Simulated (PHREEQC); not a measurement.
Dissolve 0.28 mol NH4Cl and 0.043 mol NH3 per kg of water at 20 °C. Closed to the air; pH follows from the charge balance.

Model: ion-association model, phreeqc.dat, run in PHREEQC.

Each row changes one thing in this solution. Precipitation was switched off in this run.

| case | pH | ionic strength (mol/kgw) | NH4+ (mol/kgw) | NH3 (mol/kgw) |
|---|---|---|---|---|
| as made | 8.80 | 0.280 | 0.280 | 0.0430 |
| NH4Cl from 0.28 to 0.252 mol/kgw | 8.84 | 0.252 | 0.252 | 0.0430 |
| NH4Cl from 0.28 to 0.14 mol/kgw | 9.05 | 0.140 | 0.140 | 0.0430 |
| diluted 5-fold with water | 8.69 | 0.0560 | 0.0560 | 0.00860 |
| NH3 from 0.043 to 0.0215 mol/kgw | 8.50 | 0.280 | 0.280 | 0.0215 |
